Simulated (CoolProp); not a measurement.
Saturation properties of isopentane (Tc = 460.3 K, pc = 3.378 MPa, ω = 0.227).

Model: reference Helmholtz-energy equation of state, Lemmon 2006, in CoolProp. It is a short technical equation, of lower accuracy than the large ones.

```tsv
T (K)	p (MPa)	liquid cp (kJ/(kg K))	liquid conductivity (mW/(m K))
316.1	0.1661	2.371	96.3
324	0.2107	2.416	___
331.8	0.2631	2.463	91.7
339.7	0.3258	2.511	___
347.5	0.3980	2.562	87.1
355.4	___	2.615	84.7
363.2	0.5793	2.671	82.4
371	0.6893	2.731	80.0
378.9	0.8158	___	77.6
386.7	0.9568	2.868	___
394.6	1.117	2.948	72.8
402.4	1.294	3.039	70.4
410.3	1.494	3.148	68.0
```

What belongs in the gaps?


- 324, liquid conductivity (mW/(m K)): 94.0
- 339.7, liquid conductivity (mW/(m K)): 89.4
- 355.4, p (MPa): 0.4829
- 378.9, liquid cp (kJ/(kg K)): 2.797
- 386.7, liquid conductivity (mW/(m K)): 75.2

It boils at 301.0 K under 1 atm.

Thermal conductivity comes from a separate model (Vassiliou 2015).
